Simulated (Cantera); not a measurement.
An adiabatic, constant-pressure homogeneous reactor starts with 38.4 % CO, 2.49 % H2, 2.30 % CH4, 11.9 % O2, 44.9 % N2, equivalence ratio 2.1, at 1250 K and 10.0 bar.

Computed with Cantera and GRI-Mech 3.0 (53 species, 325 reactions).

One state of this run: T (K) = 2754; x CO = 0.271; x H2 = 0.0141; x CH4 = 1.57e-12; x NO2 = 1.69e-7; x CO2 = 0.166. x: mole fraction; the columns are a selection and need not sum to one.

Which value of t (s) does it belong to?
(A) 1.23e-5
(B) 0.00332
(C) 3.76e-5
(D) 4.00e-6

B, 0.00332
